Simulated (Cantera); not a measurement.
A closed system holds: 1 mol SiC, 0.041 mol CO2, 72 mol H2, equilibrated at 0.0203 Torr.

Method: chemical equilibrium by Gibbs-energy minimisation in Cantera with the NASA 1993 tables (ideal gas, pure condensed phases). Candidate condensed phases: C, C6H6, C7H8, C8H18, H2O, Si, SiC, SiO2; 123 gas species. Mutual solubility and eutectic melting of coexisting phases are not modelled. The numbers say what is thermodynamically allowed, not how fast it happens.

Which condensed phases are stable at each of these points (T (°C)): 675, 775, 875, 975, 1075, 1175, 1275, 1375, 1475, 1575, 1675?


```csv
T (°C),condensed phases,Si condensed (%)
675,C(graphite) + SiC(s) + SiO2(β-quartz),100.0
775,SiC(s) + SiO2(β-quartz),99.9
875,SiC(s),98.0
975,SiC(s),97.9
1075,SiC(s),97.9
1175,SiC(s),97.9
1275,SiC(s),97.6
1375,SiC(s),96.2
1475,C(graphite) + SiC(s),92.2
1575,C(graphite) + SiC(s),44.3
1675,C(graphite),0.0
```

At 675 °C the condensed part is C(graphite) + SiC(s) + SiO2(β-quartz). At 775 °C the condensed part is SiC(s) + SiO2(β-quartz). From 875 °C to 1375 °C the condensed part is SiC(s). From 1475 °C to 1575 °C the condensed part is C(graphite) + SiC(s). At 1675 °C the condensed part is C(graphite).
